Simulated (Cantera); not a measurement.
SiH4 + H2O + N2 + CO2 (silicon oxide and oxynitride deposition)

Charge: 1 mol SiH4, 19 mol H2O, 2.8 mol N2, 1.6 mol CO2, at 1.00 bar.

Cantera equilibrium calculation (NASA polynomials, part measured and part estimated; ideal gas, pure solids and liquids). Candidate condensed phases: C, C6H6, C7H8, C8H18, H2O, Si, SiC, SiO2, Si2N2O, Si3N4; 151 gas species. The tables hold silica as quartz up to 1696 K and as liquid above; real silica turns to tridymite and cristobalite and melts near 1996 K. Gases not in the tables: Si(OH)4. The numbers say what is thermodynamically allowed, not how fast it happens.

| T (K) | x H2O | x H2 | x N2 | x CO2 | x CO | x CH4 | x NH3 | x H | n SiO2(α-quartz) | n SiO2(β-quartz) |
|---|---|---|---|---|---|---|---|---|---|---|
| 800 | 0.674 | 0.152 | 0.110 | 0.0594 | 0.00318 | 0.000524 | 5.90e-5 | 1.13e-12 | 1.00 | 0 |
| 850 | 0.674 | 0.153 | 0.110 | 0.0586 | 0.00435 | 0.000101 | 3.68e-5 | 8.01e-12 | 0 | 1.00 |
| 900 | 0.675 | 0.152 | 0.110 | 0.0574 | 0.00561 | 2.20e-5 | 2.38e-5 | 4.55e-11 | 0 | 1.00 |
| 950 | 0.676 | 0.150 | 0.110 | 0.0560 | 0.00696 | 5.49e-6 | 1.60e-5 | 2.16e-10 | 0 | 1.00 |
| 1000 | 0.678 | 0.149 | 0.110 | 0.0546 | 0.00837 | 1.54e-6 | 1.11e-5 | 8.76e-10 | 0 | 1.00 |
| 1050 | 0.679 | 0.148 | 0.110 | 0.0532 | 0.00982 | 4.83e-7 | 7.99e-6 | 3.12e-9 | 0 | 1.00 |
| 1100 | 0.681 | 0.146 | 0.110 | 0.0517 | 0.0113 | 1.66e-7 | 5.90e-6 | 9.89e-9 | 0 | 1.00 |
| 1150 | 0.682 | 0.145 | 0.110 | 0.0503 | 0.0127 | 6.20e-8 | 4.46e-6 | 2.84e-8 | 0 | 1.00 |
| 1200 | 0.683 | 0.143 | 0.110 | 0.0489 | 0.0141 | 2.49e-8 | 3.45e-6 | 7.47e-8 | 0 | 1.00 |
| 1250 | 0.685 | 0.142 | 0.110 | 0.0476 | 0.0154 | 1.07e-8 | 2.71e-6 | 1.82e-7 | 0 | 1.00 |
x: gas mole fraction; n: condensed amount in mol.

At 800 K the condensed part is SiO2(α-quartz). From 850 K to 1250 K the condensed part is SiO2(β-quartz).
